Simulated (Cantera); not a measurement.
Charge: 1 mol CaO, 42 mol HBr, equilibrated at 20000 Pa.

Method: chemical equilibrium by Gibbs-energy minimisation in Cantera with the NASA 1993 tables (ideal gas, pure condensed phases). Candidate condensed phases: Br2, Ca, CaBr2, CaO, Ca(OH)2, H2O; 19 gas species. Kinetics and transport are ignored.

Q: Which condensed phases are stable at each of these points (T (°C)): 600, 650, 700, 750, 800, 850, 900, 950, 1000, 1050?

A: 
```
T (°C)  condensed phases  Ca condensed (%)
------  ----------------  ----------------
600             CaBr2(s)             100.0
650             CaBr2(s)             100.0
700             CaBr2(s)             100.0
750             CaBr2(l)             100.0
800             CaBr2(l)              99.9
850             CaBr2(l)              99.7
900             CaBr2(l)              99.2
950             CaBr2(l)              97.8
1000            CaBr2(l)              94.4
1050            CaBr2(l)              86.7
```

From 600 °C to 700 °C the condensed part is CaBr2(s). From 750 °C to 1050 °C the condensed part is CaBr2(l).
